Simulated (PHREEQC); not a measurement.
Model water analysis in mg/L, 25 °C, pH 6.51, pe 9.7:

```json
[
 {"constituent": "Na", "mg/L": "0.0131"},
 {"constituent": "K", "mg/L": "0.00514"},
 {"constituent": "Ca", "mg/L": "0.00553"},
 {"constituent": "Mg", "mg/L": "0.00138"},
 {"constituent": "Cl", "mg/L": "0.014"},
 {"constituent": "S(6) as SO4", "mg/L": "0.00613"},
 {"constituent": "Alkalinity as HCO3", "mg/L": "0.0337"},
 {"constituent": "Si as SiO2", "mg/L": "9.01e-06"},
 {"constituent": "Br", "mg/L": "8.48e-05"},
 {"constituent": "Cu(2)", "mg/L": "0.00164"},
 {"constituent": "Pb", "mg/L": "0.000186"},
 {"constituent": "O(0) (dissolved oxygen)", "mg/L": "1.07e-05"}
]
```

Valence states are taken as typed.

Equilibrium calculation in PHREEQC: ion-association model, wateq4f.dat.

| quantity | before | after |
|---|---|---|
| ionic strength (mol/kgw) | 1.69e-6 | 1.51e-6 |
| HCO3- (mol/kgw) | 8.19e-7 | 6.18e-7 |
| CO2 (mol/kgw) | 5.68e-7 | 2.15e-7 |
| Cu+2 (mol/kgw) | 2.06e-8 | 1.34e-8 |
| Cu(OH)2 (mol/kgw) | 4.49e-9 | 1.16e-8 |
| CuOH+ (mol/kgw) | 6.65e-10 | 8.59e-10 |
| SI of Pb(OH)2 (Pb(OH)2) | -4.21 | -3.63 |
| SI of Quartz (SiO2) | -5.84 | -5.84 |

Question: What was changed between the two runs?
A. pH from 6.51 to 6.81 at the same alkalinity
B. Alkalinity from 0.0337 to 0.0169 mg/L
C. Ca from 0.00553 to 0.0166 mg/L

Answer: A, pH from 6.51 to 6.81 at the same alkalinity

This is a speciation only: nothing precipitates in the calculation. The database's constant for dissolved Cu(OH)2 is higher than later reviews accept.
